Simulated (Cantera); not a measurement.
A perfectly stirred reactor is fed with CH₃OH : O₂ : N₂ : H₂O = 1 : 1.15 : 4.34 : 0.18 (molar parts), equivalence ratio 1.3, at 16.8 atm; it is adiabatic with a 473 K inlet, and is followed from long to short residence time, starting on the burning branch (τ in s: 0.025, 0.013, 0.0068, 0.0035, 0.0018, 0.00095, 0.00049, 0.00025, 0.00013, 6.9e-05, 3.6e-05).

Model: GRI-Mech 3.0 (53 species, 325 reactions), integrated in Cantera. GRI-Mech 3.0 was tuned for natural gas; its chemistry of methanol as a main component is partial and can be far from experiment. The pressure lies above the range GRI-Mech 3.0 was tuned for (to about 10 atm).

What does this change do: pressure from 16.8 atm to 1.00 atm?


```csv
quantity,before,after
"blow-out, bracketed by the residence times tried","burning at 36.0 µs, the shortest tried","burning at 69.0 µs, out at 36.0 µs"
x(CH₃OH) at τ = 25.0 ms,1.60e-6,2.91e-6
x(O₂) at τ = 25.0 ms,5.86e-5,0.000685
x(H₂O) at τ = 25.0 ms,0.253,0.248
x(CH₄) at τ = 25.0 ms,1.96e-5,8.42e-7
x(HO₂) at τ = 25.0 ms,3.93e-8,3.38e-7
x(CH₃OH) at τ = 0.950 ms,1.36e-5,2.96e-5
x(O₂) at τ = 0.950 ms,0.000497,0.00437
x(H₂O) at τ = 0.950 ms,0.252,0.237
x(CH₄) at τ = 0.950 ms,1.86e-5,5.91e-6
x(HO₂) at τ = 0.950 ms,1.12e-6,2.70e-6
```
